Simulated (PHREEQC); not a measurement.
Make-up at 75 °C: 0.0011 mol/kgw ZnCl2 and 0.0002 mol/kgw NaCl. Closed to the air; pH follows from the charge balance.

The numbers come from PHREEQC with the ion-association model, phreeqc.dat.

| quantity | before | after |
|---|---|---|
| pH | 5.32 | 6.34 |
| SI of Halite (NaCl) | -7.99 | -9.02 |

What was changed between the two runs?
A) ZnCl2 from 0.0011 to 0.00099 mol/kgw
B) temperature from 75 to 55 °C
C) ZnCl2 left out
D) NaCl from 0.0002 to 0.0003 mol/kgw
E) NaCl from 0.0002 to 4e-05 mol/kgw

C, ZnCl2 left out

Precipitation was switched off in this run. Constants without temperature data keep their 25 °C values here.
